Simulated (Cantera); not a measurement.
**Carbon deposition, reforming and gasification: C3H8 + CO2**

Feed: 1 mol C3H8, a varied amount of CO2, equilibrated at 623.15 K and 0.100 bar.

Method: chemical equilibrium by Gibbs-energy minimisation in Cantera with the NASA 1993 tables (ideal gas, pure condensed phases). Candidate condensed phases: C, C6H6, C7H8, C8H18, H2O; 110 gas species. The numbers say what is thermodynamically allowed, not how fast it happens.

From 0.09 mol CO2 to 3.6 mol CO2 the condensed part is C(graphite). The main C-bearing gas is CH4 at 0.09 mol CO2 and CO2 at 3.6 mol CO2. The share of C in condensed phases is highest at 1.2 mol CO2 (69.9 %) and lowest at 0.09 mol CO2 (51.9 %).

```csv
n(CO2) (mol),log p CH4,log p H2O,log p CO2,log p H2,log p CO,log p C2H6,log p HCOOH,n C(graphite)
0.09,-1.23,-2.16,-3.94,-1.47,-4.57,-7.00,-11.83,1.60
0.13,-1.25,-2.02,-3.63,-1.48,-4.41,-7.02,-11.53,1.67
0.19,-1.27,-1.87,-3.31,-1.49,-4.25,-7.06,-11.22,1.78
0.27,-1.30,-1.74,-3.02,-1.50,-4.11,-7.11,-10.95,1.91
0.39,-1.35,-1.62,-2.73,-1.53,-3.97,-7.18,-10.68,2.09
0.57,-1.42,-1.51,-2.44,-1.56,-3.82,-7.28,-10.43,2.33
0.82,-1.51,-1.42,-2.18,-1.61,-3.69,-7.42,-10.21,2.61
1.2,-1.63,-1.36,-1.94,-1.67,-3.57,-7.60,-10.03,2.94
1.7,-1.77,-1.33,-1.74,-1.74,-3.47,-7.82,-9.90,3.25
2.5,-1.97,-1.34,-1.55,-1.84,-3.37,-8.10,-9.81,3.58
3.6,-2.18,-1.37,-1.41,-1.94,-3.30,-8.42,-9.77,3.85
```
log p: log10 of the partial pressure in bar; n: condensed amount in mol.
